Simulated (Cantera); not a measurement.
Input (Python, Cantera) and output of one run.

```python
import numpy as np
import cantera as ct

gas_names = """
    B BH BH2 BH3 BO BO2 B2 B2O B2O2 B2O3 B3O3H3 H HBO HBO2 HO2 H2 H2O H2O2 H3B3O6 O OH O2 O3
""".split()
cond_names = """
    B(b) B(L) B2O3(L) B3O3H3(cr) H2O(s) H2O(L)
""".split()


# ... load() reads the species with a 1 bar reference pressure and builds the phases ...
atoms = {
    'B2H6': {'B': 2, 'H': 6},
    'O2': {'O': 2},
}
top_T = {}  # K; cautious upper limits of use, not melting points


# ... equilibrate(T, P, feed) seeds the gas with the atoms and calls Mixture.equilibrate('TP', solver="vcs", rtol=1e-11, max_steps=5000) ...
results = []
feed = {'B2H6': 1, 'O2': 3.1}  # mol
P = 1000  # Pa
for T in [1748, 1773, 1798, 1823, 1848, 1873, 1898, 1923, 1948, 1973]:
    mix = equilibrate(T, P, feed)
    results.append((T, P, feed, dict(zip(mix.species_names, mix.species_moles))))

top = {s: max(r[3][s] / sum(r[3][g] for g in gas_names) for r in results) for s in gas_names}
cols = sorted((s for s in top if top[s] > 1e-06), key=lambda s: -top[s])[:9]
seen = [c for c in cond_names if any(r[3].get(c, 0) > 1e-12 for r in results)]
print("log10 of partial pressures in bar; condensed amounts in mol")
print(f"{'T/K':>10s}" + "".join(f"{s[:9]:>10s}" for s in cols + seen))
for T, P, feed, n in results:
    ng = sum(n[g] for g in gas_names)
    print(f"{T:10.4g}" + "".join(f"{np.log10(max(n[s] / ng * P / 1e5, 1e-99)):10.3f}" for s in cols)
          + "".join(f"{n.get(c, 0):10.4g}" for c in seen))
```

Result:

```
log10 of partial pressures in bar; condensed amounts in mol
       T/K       H2O      HBO2      B2O3        O2        H2        OH       BO2         H         O
      1748    -2.292    -2.361    -3.608    -3.623    -4.966    -4.684    -4.668    -6.124    -5.946
      1773    -2.292    -2.363    -3.591    -3.624    -4.859    -4.616    -4.603    -5.975    -5.839
      1798    -2.291    -2.366    -3.575    -3.625    -4.756    -4.549    -4.539    -5.831    -5.735
      1823    -2.291    -2.369    -3.560    -3.625    -4.655    -4.484    -4.478    -5.691    -5.634
      1848    -2.291    -2.371    -3.545    -3.625    -4.558    -4.421    -4.418    -5.555    -5.535
      1873    -2.291    -2.374    -3.531    -3.625    -4.464    -4.359    -4.359    -5.422    -5.439
      1898    -2.291    -2.377    -3.518    -3.623    -4.372    -4.300    -4.302    -5.293    -5.344
      1923    -2.292    -2.380    -3.505    -3.622    -4.284    -4.241    -4.247    -5.168    -5.252
      1948    -2.293    -2.384    -3.492    -3.619    -4.198    -4.184    -4.193    -5.046    -5.162
      1973    -2.294    -2.387    -3.480    -3.616    -4.116    -4.128    -4.140    -4.928    -5.074
```

Equilibrium computed with Cantera from the NASA thermochemical tables; the gas is ideal and each condensed phase is pure. The feed counts by its element totals alone.
